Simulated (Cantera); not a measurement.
A perfectly stirred reactor is fed with C₂H₆ : N₂ = 1 : 44 (molar parts), at 0.00355 atm; it is held at 1975 K, and followed from long to short residence time.

Model: GRI-Mech 3.0 (53 species, 325 reactions), integrated in Cantera. GRI-Mech 3.0 stops at C3 and has no aromatics, soot or wall deposition, so with more carbon than oxygen in the feed, carbon stays in small species such as C2H2 where larger ones or solid carbon would form. Radical loss at walls, strong at low pressure, is not modelled.

Task: What does this change do: pressure from 0.00355 atm to 1.00 atm?

Result: 
| quantity | before | after |
|---|---|---|
| x(C₂H₆) at τ = 2.10 s | 2.67e-6 | 6.16e-8 |
| x(CH₃) at τ = 2.10 s | 0.000362 | 2.92e-5 |
| x(C₂H) at τ = 2.10 s | 1.02e-5 | 2.36e-6 |
| x(C₂H₂) at τ = 2.10 s | 0.0200 | 0.0202 |
| x(H₂) at τ = 2.10 s | 0.0407 | 0.0420 |
| x(C₂H₆) at τ = 63.0 ms | 8.43e-5 | 1.98e-6 |
| x(CH₃) at τ = 63.0 ms | 0.00230 | 0.000165 |
| x(C₂H) at τ = 63.0 ms | 1.35e-5 | 2.75e-6 |
| x(C₂H₂) at τ = 63.0 ms | 0.0181 | 0.0204 |
| x(H₂) at τ = 63.0 ms | 0.0351 | 0.0406 |

Task: What does this change do: N2 44 to 9.5 parts?

Result: 
```tsv
quantity	before	after
x(C₂H₆) at τ = 2.10 s	2.67e-6	7.59e-6
x(CH₃) at τ = 2.10 s	0.000362	0.000913
x(C₂H) at τ = 2.10 s	1.02e-5	2.42e-5
x(C₂H₂) at τ = 2.10 s	0.0200	0.0777
x(H₂) at τ = 2.10 s	0.0407	0.154
x(C₂H₆) at τ = 63.0 ms	8.43e-5	0.000247
x(CH₃) at τ = 63.0 ms	0.00230	0.00580
x(C₂H) at τ = 63.0 ms	1.35e-5	2.74e-5
x(C₂H₂) at τ = 63.0 ms	0.0181	0.0702
x(H₂) at τ = 63.0 ms	0.0351	0.134
```

Task: What does this change do: pressure from 0.00355 atm to 0.00928 atm?

Result: 
| quantity | before | after |
|---|---|---|
| x(C₂H₆) at τ = 2.10 s | 2.67e-6 | 1.19e-6 |
| x(CH₃) at τ = 2.10 s | 0.000362 | 0.000214 |
| x(C₂H) at τ = 2.10 s | 1.02e-5 | 9.78e-6 |
| x(C₂H₂) at τ = 2.10 s | 0.0200 | 0.0198 |
| x(H₂) at τ = 2.10 s | 0.0407 | 0.0412 |
| x(C₂H₆) at τ = 63.0 ms | 8.43e-5 | 3.88e-5 |
| x(CH₃) at τ = 63.0 ms | 0.00230 | 0.00140 |
| x(C₂H) at τ = 63.0 ms | 1.35e-5 | 1.16e-5 |
| x(C₂H₂) at τ = 63.0 ms | 0.0181 | 0.0191 |
| x(H₂) at τ = 63.0 ms | 0.0351 | 0.0373 |
